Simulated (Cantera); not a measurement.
Feed: 1 mol SiHCl3, 24 mol H2, held at 1.60 bar.

These are equilibrium values from Cantera (NASA tables, ideal gas, pure condensed phases), not measurements of a reactor. Candidate condensed phases: Si; 19 gas species. The tables' values for SiCl3, SiCl are old estimates; treat these amounts as uncertain. Gases not in the tables: Si2H6 and higher silanes. Rates play no part.

x: gas mole fraction; n: condensed amount in mol.

```
T (K)   x H2   x HCl  x SiCl2    x SiHCl3   x SiCl3     x SiCl4   x SiH2Cl2  n Si(s)  n Si(l)
-----  -----  ------  -------  ----------  --------  ----------  ----------  -------  -------
1473   0.917  0.0605   0.0126     0.00346   0.00299     0.00243    0.000772    0.426        0
1523   0.914  0.0642   0.0148     0.00236   0.00270     0.00148    0.000605    0.433        0
1573   0.911  0.0667   0.0165     0.00156   0.00233    0.000862    0.000466    0.436        0
1623   0.910  0.0683   0.0179     0.00102   0.00195    0.000494    0.000356    0.435        0
1673   0.909  0.0692   0.0190  (withheld)   0.00160  (withheld)  (withheld)    0.433        0
1723   0.908  0.0709   0.0192    0.000435   0.00130    0.000165    0.000202        0    0.447
1773   0.906  0.0730   0.0189  (withheld)   0.00104  (withheld)  (withheld)        0    0.467
1823   0.905  0.0748   0.0185    0.000190  0.000842     5.91e-5    0.000111        0    0.485
```

**Question.** Some entries are withheld; supply them.

**Answer.** 
- 1673, x SiHCl3: 0.000668
- 1673, x SiCl4: 0.000283
- 1673, x SiH2Cl2: 0.000272
- 1773, x SiHCl3: 0.000285
- 1773, x SiCl4: 9.79e-5
- 1773, x SiH2Cl2: 0.000149
